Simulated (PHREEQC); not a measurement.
A made-up water analysis in mg/L, 25 °C, pH 6.07, pe 8.9: Na 2.49; K 0.062; Ca 1.44; Mg 0.052; Cl 3.79; S(6) as SO4 0.806; Alkalinity as HCO3 3.65; Si as SiO2 0.0111; O(0) (dissolved oxygen) 0.00111; Sr 0.233; Ni 0.0204; Pb 1.05.

Valence states are taken as typed.

The numbers come from PHREEQC with the ion-association model, wateq4f.dat.

Precipitation was switched off in this run.

### Question
What charge-balance error does the model give?

### Answer
charge-balance error 4.8 %.

### Question
In which forms is Ni present?

### Answer
Ni+2 97 %, NiCO3 2.2 %, NiHCO3+ 0.7 % of the Ni.

Species that the database lacks are ignored.
